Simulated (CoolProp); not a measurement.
Computed with CoolProp (reference Helmholtz-energy equation of state, Lemmon 2006). It is a short technical equation, of lower accuracy than the large ones.

Problem. For carbon monoxide, give the phase and the cv (kJ/(kg K)), Joule-Thomson coefficient (K/MPa) at 270.8 K and 2.62 MPa; 367.8 K and 2.62 MPa.

Solution. 
- 270.8 K and 2.62 MPa: gas; cv 0.751, Joule-Thomson coefficient 2.79
- 367.8 K and 2.62 MPa: gas; cv 0.752, Joule-Thomson coefficient 1.41
